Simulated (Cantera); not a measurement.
## Si₃N₄ + H₂ (nitride etching)

Feed: 1 mol Si₃N₄, 1.9 mol H₂, at 46.0 Pa.

Cantera equilibrium calculation (NASA polynomials, part measured and part estimated; ideal gas, pure solids and liquids). Candidate condensed phases: Si, Si₃N₄; 18 gas species. Mutual solubility and eutectic melting of coexisting phases are not modelled. The tables' values for SiN are old estimates; treat these amounts as uncertain. Gases not in the tables: Si₂H₆ and higher silanes. The numbers say what is thermodynamically allowed, not how fast it happens.

```
T (°C)   x H₂     x N₂      x Si       x H     x Si₂     x SiH     x Si₃  n Si(s)  n Si₃N₄(s)  n Si(l)
------  -----  -------  --------  --------  --------  --------  --------  -------  ----------  -------
1050    0.998  0.00196   1.93e-7   7.39e-5  5.85e-11   3.03e-8  6.98e-12  0.00560       0.998        0
1150    0.979   0.0208   3.32e-6  0.000306   2.38e-9   3.16e-7  3.64e-10   0.0606       0.980        0
1250    0.838    0.161   3.92e-5  0.000986   5.89e-8   2.25e-6   1.12e-8    0.547       0.818        0
1350    0.485    0.512  0.000340   0.00225   9.76e-7   1.02e-5   2.22e-7     3.00           0        0
1450    0.482    0.510   0.00214   0.00590   1.01e-5   4.58e-5   2.52e-6        0           0     2.99
1550    0.472    0.504   0.00961    0.0139   6.22e-5  0.000151   1.46e-5        0           0     2.96
1650    0.447    0.486    0.0369    0.0294  0.000315  0.000433   7.02e-5        0           0     2.84
1750    0.384    0.433     0.124    0.0549   0.00135   0.00106  0.000287        0           0     2.40
1850    0.241    0.297     0.370    0.0821   0.00506   0.00201   0.00102        0           0    0.399
```
x: gas mole fraction; n: condensed amount in mol.

From 1050 °C to 1250 °C the condensed part is Si(s) + Si₃N₄(s). At 1350 °C the condensed part is Si(s). From 1450 °C to 1850 °C the condensed part is Si(l). The main Si-bearing gas is Si throughout.
